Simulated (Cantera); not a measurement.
What does this Cantera script print?

```python
import numpy as np
import cantera as ct

gas = ct.Solution("gri30.yaml", transport_model="mixture-averaged")
show = ['O', 'NO', 'H2O']

rows = []
print(f"{'T/K':>7s}{'rho':>11s}{'cp':>10s}{'mu':>11s}{'lambda':>11s}{'Pr':>7s}" + "".join(f"{'D_' + s:>11s}" for s in show))
for T in [400, 500, 600, 700, 800, 900]:
    gas.TPX = T, 76, {'NH3': 0.27}
    Pr = gas.cp_mass * gas.viscosity / gas.thermal_conductivity
    D = [gas.mix_diff_coeffs_mole[gas.species_index(s)] for s in show]
    rows.append([gas.density, gas.cp_mass, gas.viscosity, gas.thermal_conductivity, Pr, *D])
    print(f"{T:7g}{gas.density:11.4e}{gas.cp_mass:10.1f}{gas.viscosity:11.4e}"
          f"{gas.thermal_conductivity:11.4e}{Pr:7.3f}" + "".join(f"{d:11.4e}" for d in D))
print("SI units: kg/m3, J/kg/K, Pa s, W/m/K, m2/s")
```

Result:

```
    T/K        rho        cp         mu     lambda     Pr        D_O       D_NO      D_H2O
    400 3.8919e-04    2269.4 1.3919e-05 4.4299e-02  0.713 8.0422e-02 5.0317e-02 4.6760e-02
    500 3.1135e-04    2465.8 1.7444e-05 6.0111e-02  0.716 1.2063e-01 7.6000e-02 7.4004e-02
    600 2.5946e-04    2662.0 2.0904e-05 7.7415e-02  0.719 1.6689e-01 1.0566e-01 1.0723e-01
    700 2.2239e-04    2844.4 2.4262e-05 9.5771e-02  0.721 2.1871e-01 1.3898e-01 1.4608e-01
    800 1.9459e-04    3009.3 2.7504e-05 1.1483e-01  0.721 2.7576e-01 1.7572e-01 1.9023e-01
    900 1.7297e-04    3162.4 3.0628e-05 1.3434e-01  0.721 3.3774e-01 2.1568e-01 2.3942e-01
SI units: kg/m3, J/kg/K, Pa s, W/m/K, m2/s
```

Cantera simulation using GRI-Mech 3.0 (53 species, 325 reactions); the numbers are that mechanism's predictions, not measurements. Polar gases are described roughly by these parameters.
